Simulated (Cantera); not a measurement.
Mixture: CH4 : H2 : O2 : N2 = 1 : 0.14 : 3.45 : 13 (molar parts), at 248 Torr, adiabatic and at constant pressure. Ignition delay is the time to a rise of 400 K.

Computed with Cantera and GRI-Mech 3.0 (53 species, 325 reactions).

### Question
What does this change do: CH4 1 to 0.55 parts?

### Answer
```csv
quantity,before,after
delay at 1100 K,74.3 ms,25.2 ms
delay at 1150 K,39.9 ms,14.6 ms
delay at 1200 K,21.8 ms,8.73 ms
delay at 1250 K,12.4 ms,5.46 ms
delay at 1300 K,7.29 ms,3.58 ms
delay at 1350 K,4.50 ms,2.44 ms
delay at 1400 K,2.90 ms,1.73 ms
apparent activation energy between 1300 and 1400 K,140 kJ/mol,110 kJ/mol
```

### Question
What does this change do: pressure from 248 Torr to 10500 Torr?

### Answer
```
quantity                                                before       after
--------------------------------------------------  ----------  ----------
delay at 1100 K                                        74.3 ms     2.94 ms
delay at 1150 K                                        39.9 ms     1.48 ms
delay at 1200 K                                        21.8 ms    0.838 ms
delay at 1250 K                                        12.4 ms    0.511 ms
delay at 1300 K                                        7.29 ms    0.326 ms
delay at 1350 K                                        4.50 ms    0.214 ms
delay at 1400 K                                        2.90 ms    0.142 ms
apparent activation energy between 1300 and 1400 K  140 kJ/mol  130 kJ/mol
```
The pressure lies above the range GRI-Mech 3.0 was tuned for (to about 10 atm).
